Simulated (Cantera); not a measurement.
## Hydrocarbon pyrolysis for carbon deposition

A perfectly stirred reactor is fed with 50.0 % C₂H₄, 50.0 % H₂, at 13300 Pa; it is held at 1425 K, and followed from long to short residence time.

Model: GRI-Mech 3.0 (53 species, 325 reactions), integrated in Cantera. GRI-Mech 3.0 was tuned for natural gas; its chemistry of ethylene as a main component is partial and can be far from experiment. GRI-Mech 3.0 stops at C3 and has no aromatics, soot or wall deposition, so with more carbon than oxygen in the feed, carbon stays in small species such as C2H2 where larger ones or solid carbon would form.

```tsv
τ (s)	x C₂H₄	x H₂	x CH₄	x CH₂	x CH₃	x C₂H₂	x C₂H
0.82	0.0455	0.644	0.00881	2.35e-10	5.96e-6	0.302	1.14e-8
0.42	0.0704	0.637	0.00678	2.49e-10	4.63e-6	0.285	1.07e-8
0.22	0.112	0.625	0.00532	3.04e-10	3.73e-6	0.258	9.47e-9
0.11	0.180	0.603	0.00388	4.07e-10	2.91e-6	0.213	7.59e-9
0.057	0.264	0.577	0.00256	5.30e-10	2.18e-6	0.157	5.38e-9
0.029	0.351	0.548	0.00140	6.31e-10	1.50e-6	0.0988	3.14e-9
0.015	0.420	0.526	0.000631	6.42e-10	9.58e-7	0.0532	1.46e-9
0.0077	0.465	0.511	0.000205	5.19e-10	4.96e-7	0.0232	4.72e-10
0.0039	0.490	0.503	3.20e-5	2.47e-10	1.37e-7	0.00680	6.32e-11
0.0020	0.498	0.501	1.58e-6	4.47e-11	1.28e-8	0.00157	2.62e-12
0.0010	0.499	0.500	1.35e-7	1.44e-11	2.18e-9	0.000643	<1e-12
```
x: mole fraction; the columns are a selection and need not sum to one.
